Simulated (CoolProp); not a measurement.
Vapour-liquid equilibrium of dimethyl ether (1) + n-pentane (2) at 171 kPa; x and y are mole fractions of (1).

Computed with CoolProp (multi-fluid Helmholtz-energy mixture model, Wu 2011 and Thol 2019; pair parameters Bell 2016).

```csv
x,"bubble temperature, mixture model (K)","bubble temperature, Raoult's law (K)","y, mixture model","y, Raoult's law"
0.05,319.5,316.5,0.204,0.283
0.15,305.5,303.0,0.553,0.594
0.25,292.4,293.4,0.762,0.750
0.35,282.3,286.0,0.866,0.838
0.45,275.3,280.2,0.916,0.893
0.55,270.8,275.4,0.942,0.929
0.65,267.8,271.4,0.957,0.954
0.75,265.7,268.0,0.968,0.972
0.85,264.0,265.0,0.978,0.985
0.95,262.1,262.3,0.991,0.996
```

The largest gap from Raoult's law is -4.9 K in bubble temperature, at x = 0.45. No azeotrope shows between x = 0.05 and 0.95.

Pair parameters are fitted to limited data, so mixtures are less certain than the pure fluids. The gap from Raoult's law changes sign with composition, which may be real or a fault of the pair parameters; it wasn't checked against measurements.
